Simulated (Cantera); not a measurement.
Feed: 1 mol S, a varied amount of SO2, 1.4 mol H2, held at 2075 °C and 27.0 bar.

Cantera equilibrium calculation (NASA polynomials, part measured and part estimated; ideal gas, pure solids and liquids). Candidate condensed phases: H2O, H2SO4, S; 19 gas species. Equilibrium is a limit: real reactors are often held back by kinetics, nucleation or transport.

Problem. At 0.063 mol SO2, list the 7 most abundant gas species with their mole fractions, and the condensed phases.

Solution. H2 0.468, H2S 0.257, S2 0.161, H2O 0.0714, SH 0.0378, S 0.00171, H 0.00163. Condensed: gas only.
